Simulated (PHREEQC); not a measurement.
A solution holds 0.015 mol/kgw CuCl2, 3.6e-05 mol/kgw HCl and 0.24 mol/kgw Na2SO4, at 5.5 °C. Closed to the air; pH follows from the charge balance.

Model: ion-association model, wateq4f.dat, run in PHREEQC.

| quantity | before | after |
|---|---|---|
| pH | 5.06 | 4.93 |
| ionic strength (mol/kgw) | 0.605 | 0.330 |
| Cu(OH)2 (mol/kgw) | 3.73e-7 | 2.86e-7 |
| SI of Atacamite (Cu2(OH)3Cl) | -0.44 | -0.57 |
| SI of Tenorite (CuO) | -1.08 | -1.23 |

### Question
Name the change that produced these shifts.
(A) CuCl2 replaced by Cu(BF4)2 at the same molality
(B) Na2SO4 from 0.24 to 0.12 mol/kgw
(C) 0.37 mol/kgw Na3PO4 added
(D) Na2SO4 left out
(E) 0.46 mol/kgw KOH added

### Answer
B, Na2SO4 from 0.24 to 0.12 mol/kgw

This is a speciation only: nothing precipitates in the calculation. Away from 25 °C the constants follow the database's enthalpies or fits; those with neither stay at their 25 °C values.
